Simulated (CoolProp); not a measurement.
A Linde-Hampson liquefier for ethane: isothermal reversible compression at 320 K from 1 atm to 15 MPa, throttling to 1 atm, return gas leaving the recuperator 2 K below the feed. Each further row changes one setting.

Values from CoolProp's reference Helmholtz-energy equation of state, Bücker 2006.

```
case                        liquid yield per pass  compression work (kJ/kg of gas)
--------------------------  ---------------------  -------------------------------
as stated                                   0.454                              353
high pressure 30 MPa                          [?]                              [?]
warm-end temperature 350 K                    [?]                              414
warm-end gap 7 K                              [?]                              353
```

### Question
Complete the blanks.

### Answer

- high pressure 30 MPa, liquid yield per pass: 0.464
- high pressure 30 MPa, compression work (kJ/kg of gas): 390
- warm-end temperature 350 K, liquid yield per pass: 0.356
- warm-end gap 7 K, liquid yield per pass: 0.447
